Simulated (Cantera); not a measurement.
A closed system holds: 1 mol Si, 1.9 mol N2O, 2.3 mol H2, equilibrated at 1348 K.

Method: chemical equilibrium by Gibbs-energy minimisation in Cantera with the NASA 1993 tables (ideal gas, pure condensed phases). Candidate condensed phases: H2O, Si, SiO2, Si2N2O, Si3N4; 35 gas species. The tables hold silica as quartz up to 1696 K and as liquid above; real silica turns to tridymite and cristobalite and melts near 1996 K. Kinetics and transport are ignored.

**Question.** At 0.0188 Torr, list the 5 most abundant gas species with their mole fractions, and the condensed phases.

**Answer.** H2 0.535, N2 0.442, SiO 0.0233, H 0.000338, H2O 1.16e-5. Condensed: SiO2(β-quartz).
